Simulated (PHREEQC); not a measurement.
H2SO4 is added in steps, without added water, to 1 kg of water holding 0.0018 mol Cu(NO3)2 and 0.0064 mol HNO3, at 75 °C. Oxygen is held at 0.21 atm. CO2 from the air is kept out. Nothing may precipitate in this run.

Base run: PHREEQC, ion-association model, wateq4f.dat. Each further column changes one thing. The table gives HSO4- (mol/kgw).

```json
[
 {"H2SO4 added (mol)": "0", "base": "0", "Cu(NO3)2 from 0.0018 to 0.0009 mol/kgw": "0", "temperature from 75 to 5 °C": "0", "Cu(NO3)2 from 0.0018 to 0.00036 mol/kgw": "0", "solids may form": "0"},
 {"H2SO4 added (mol)": "0.0006825", "base": "0.000390", "Cu(NO3)2 from 0.0018 to 0.0009 mol/kgw": "0.000409", "temperature from 75 to 5 °C": "[?]", "Cu(NO3)2 from 0.0018 to 0.00036 mol/kgw": "0.000422", "solids may form": "0.000390"},
 {"H2SO4 added (mol)": "0.001267", "base": "0.000755", "Cu(NO3)2 from 0.0018 to 0.0009 mol/kgw": "0.000787", "temperature from 75 to 5 °C": "0.000309", "Cu(NO3)2 from 0.0018 to 0.00036 mol/kgw": "0.000809", "solids may form": "0.000755"},
 {"H2SO4 added (mol)": "0.00195", "base": "0.00121", "Cu(NO3)2 from 0.0018 to 0.0009 mol/kgw": "0.00125", "temperature from 75 to 5 °C": "0.000518", "Cu(NO3)2 from 0.0018 to 0.00036 mol/kgw": "0.00128", "solids may form": "0.00121"},
 {"H2SO4 added (mol)": "0.002632", "base": "0.00168", "Cu(NO3)2 from 0.0018 to 0.0009 mol/kgw": "0.00174", "temperature from 75 to 5 °C": "[?]", "Cu(NO3)2 from 0.0018 to 0.00036 mol/kgw": "0.00178", "solids may form": "0.00168"},
 {"H2SO4 added (mol)": "0.003217", "base": "0.00210", "Cu(NO3)2 from 0.0018 to 0.0009 mol/kgw": "0.00217", "temperature from 75 to 5 °C": "[?]", "Cu(NO3)2 from 0.0018 to 0.00036 mol/kgw": "0.00221", "solids may form": "0.00210"},
 {"H2SO4 added (mol)": "0.0039", "base": "0.00261", "Cu(NO3)2 from 0.0018 to 0.0009 mol/kgw": "0.00269", "temperature from 75 to 5 °C": "0.00124", "Cu(NO3)2 from 0.0018 to 0.00036 mol/kgw": "0.00274", "solids may form": "0.00261"}
]
```

Question: Some entries are withheld; supply them.

Answer: 
- 0.0006825, temperature from 75 to 5 °C: 0.000152
- 0.002632, temperature from 75 to 5 °C: 0.000751
- 0.003217, temperature from 75 to 5 °C: 0.000968

Constants without temperature data keep their 25 °C values here. Solids allowed in the column 'solids may form': Cu(OH)2, Brochantite, Antlerite, Cu2(OH)3NO3, Chalcanthite.
